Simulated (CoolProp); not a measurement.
Sulfur hexafluoride along the isotherm 89.55 °C: Z from the reference equation and from simpler models built on Tc = 45.6 °C, pc = 3.755 MPa, ω = 0.210; each cubic takes its own stable root.

The numbers come from the reference Helmholtz-energy equation of state, Guder 2009 in CoolProp.

```tsv
p (MPa)	phase	reference	van der Waals	Redlich-Kwong	Soave-Redlich-Kwong
0.0297	gas	0.9983	0.9983	0.9982	0.9983
0.0462	gas	0.9973	0.9973	0.9971	0.9973
0.072	gas	0.9958	0.9958	0.9955	0.9958
0.112	gas	0.9935	0.9935	0.9930	0.9934
0.174	gas	0.9899	0.9899	0.9891	0.9898
0.272	gas	0.9842	0.9842	0.9830	0.9840
0.423	gas	0.9753	0.9752	0.9734	0.9750
0.659	gas	0.9613	0.9610	0.9582	0.9608
1.03	gas	0.9388	0.9379	0.9340	0.9382
1.6	gas	0.9031	0.9007	0.8955	0.9025
2.49	gas	0.8443	0.8373	0.8321	0.8445
3.87	supercritical	0.7447	0.7204	0.7242	0.7487
6.03	supercritical	0.5746	0.4980	0.5441	0.5977
9.39	supercritical	0.4821	0.5339	0.4957	0.5335
```
